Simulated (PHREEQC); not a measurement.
Consider water at 25 °C with 0.001 mol/kgw HF, 4.8e-05 mol/kgw H2SiF6 and 0.044 mol/kgw H2SO4. It is in equilibrium with CO2 at log p = -3.5 (atm). Otherwise closed; pH follows from the charge balance.

All values are PHREEQC results (ion-association model, phreeqc.dat), not measurements.

```json
{
 "pH": "1.32",
 "ionic_strength": "0.0697 mol/kgw",
 "specific_conductance": "19800 µS/cm",
 "density": "1.000 g/cm³",
 "total_alkalinity": "-89.3 meq/kg"
}
```

| species | molality | activity | log γ |
|---|---|---|---|
| H+ | 0.0569 | 0.0478 | -0.076 |
| HSO4- | 0.0312 | 0.0250 | -0.096 |
| SO4-2 | 0.0129 | 0.00538 | -0.379 |
| HF | 0.00127 | 0.00128 | 0.007 |
| H4SiO4 | 4.80e-5 | 4.87e-5 | 0.007 |
| F- | 2.28e-5 | 1.79e-5 | -0.103 |
| CO2 | 1.06e-5 | 1.08e-5 | 0.007 |
| HF2- | 1.10e-7 | 8.85e-8 | -0.096 |
| SiF6-2 | 3.06e-8 | 1.29e-8 | -0.376 |

No solid was allowed to form. Complexes and solids missing from the database can't appear. SiF6-2 is the database's only silicon fluoride.
